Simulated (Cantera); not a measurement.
## Reactions in the system C-H-O-Ta

Cantera with NASA thermochemical tables; ideal gases at 1 bar, condensed phases pure. Values are per mole of reaction as written; species without (g) are pure solids or liquids, kept so even where they would boil at 1 bar.

Ta + 2 CH3OH(g) + 2 C2H2(g) → 3 C2H4(g) + TaO2(g)

```
T (K)  ΔH° (kJ)  ΔS° (J/K)  ΔG° (kJ)  log10 K
-----  --------  ---------  --------  -------
2148     -114.2       -8.5     -95.9     2.33
2198     -114.6       -8.7     -95.5     2.27
2248     -115.1       -8.9     -95.0     2.21
2298     -115.5       -9.1     -94.6     2.15
2348     -116.0       -9.3     -94.1     2.09
2398     -116.5       -9.5     -93.6     2.04
```
